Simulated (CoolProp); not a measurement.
Vapour-liquid equilibrium of carbonyl sulfide (1) + propane (2) at 0.797 MPa; x and y are mole fractions of (1).

Computed with CoolProp (multi-fluid Helmholtz-energy mixture model, Lemmon 2006 and Lemmon 2009; pair parameters Bell 2016).

Give the bubble temperature and the first vapour's composition at x = 0.65, 0.725, 0.95. Is there an azeotrope?

x = 0.65: 10.4 °C, y = 0.700; x = 0.725: 9.7 °C, y = 0.768; x = 0.95: 7.5 °C, y = 0.961. No azeotrope shows between x = 0.05 and 0.95.

The pair parameters rest on a limited set of measurements; away from them the model extrapolates.
